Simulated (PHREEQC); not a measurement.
Make-up at 40 °C: 2.5 mmol/kgw Cu(NO3)2 and 26 mmol/kgw H3BO3. Closed to the air; pH follows from the charge balance.

The numbers come from PHREEQC with the ion-association model, wateq4f.dat.

Precipitation was switched off in this run.

Problem. Estimate the pH.

Solution. pH 4.90.

Constants without temperature data keep their 25 °C values here.
